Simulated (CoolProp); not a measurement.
Computed with CoolProp (reference Helmholtz-energy equation of state, Lemmon 2006). It is a short technical equation, of lower accuracy than the large ones.

**Question.** For hydrogen sulfide, give the phase and the speed of sound (m/s) at 268.1 K and 16 kPa; 730.6 K and 19.4 kPa.

**Answer.** 
- 268.1 K and 16 kPa: gas; speed of sound 294
- 730.6 K and 19.4 kPa: gas; speed of sound 472
